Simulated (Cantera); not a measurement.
Cu + NH₃ + H₂ (metals in furnace atmospheres)

Input: 1 mol Cu, 9.9 mol NH₃, 9.8 mol H₂, equilibrated at 500 °C and 0.100 bar.

Equilibrium computed with Cantera from the NASA thermochemical tables; the gas is ideal and each condensed phase is pure. Candidate condensed phases: Cu; 11 gas species. Kinetics and transport are ignored.

```
Property       Result
----------  ---------
x(H₂)           0.833
x(N₂)           0.167
x(NH₃)       0.000123
n(Cu(s))     1.00 mol
gas amount  29.60 mol
```
